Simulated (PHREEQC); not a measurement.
Make-up at 65 °C: 22 mmol/kgw CdSO4, 22 mmol/kgw KCl and 58 mmol/kgw HCl. Closed to the air; pH follows from the charge balance.

The numbers come from PHREEQC with the ion-association model, wateq4f.dat.

| quantity | before | after |
|---|---|---|
| pH | 1.47 | 2.09 |
| ionic strength (mol/kgw) | 0.0973 | 0.0237 |
| Cl- (mol/kgw) | 0.0623 | 0.0141 |

Q: What was changed between the two runs?
A. HCl from 0.058 to 0.029 mol/kgw
B. diluted 5-fold with water
C. KCl from 0.022 to 0.0198 mol/kgw
D. diluted 10-fold with water
E. 0.0024 mol/kgw Cs2SO4 added

A: B, diluted 5-fold with water

No solid was allowed to form. Away from 25 °C the constants follow the database's enthalpies or fits; those with neither stay at their 25 °C values.
